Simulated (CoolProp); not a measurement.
A simple Rankine cycle with R124: condensing at 301.15 K, boiler at 3.07 MPa, turbine inlet 401.5 K, turbine efficiency 0.85, pump efficiency 0.7, no recuperator. Each further row changes one setting.

Computed with CoolProp (reference Helmholtz-energy equation of state, de Vries 1995).

```tsv
case	thermal efficiency (%)	net work (kJ/kg)	heat in (kJ/kg)	turbine exit temperature (K)	volume ratio over the turbine
as stated	13.7	26.8	196	330.4	8.79
turbine inlet 421.5 K	…	30.6	220	355.5	…
condensing temperature 293.15 K	14.9	30.5	205	…	…
boiler pressure 2.15 MPa	12.0	25.3	…	350.0	5.42
turbine efficiency 0.75	…	…	196	334.6	8.94
```

Problem. What belongs in the gaps?

Solution. 
- turbine inlet 421.5 K, thermal efficiency (%): 13.9
- turbine inlet 421.5 K, volume ratio over the turbine: 8.06
- condensing temperature 293.15 K, turbine exit temperature (K): 324.0
- condensing temperature 293.15 K, volume ratio over the turbine: 11.2
- boiler pressure 2.15 MPa, heat in (kJ/kg): 210
- turbine efficiency 0.75, thermal efficiency (%): 11.9
- turbine efficiency 0.75, net work (kJ/kg): 23.3
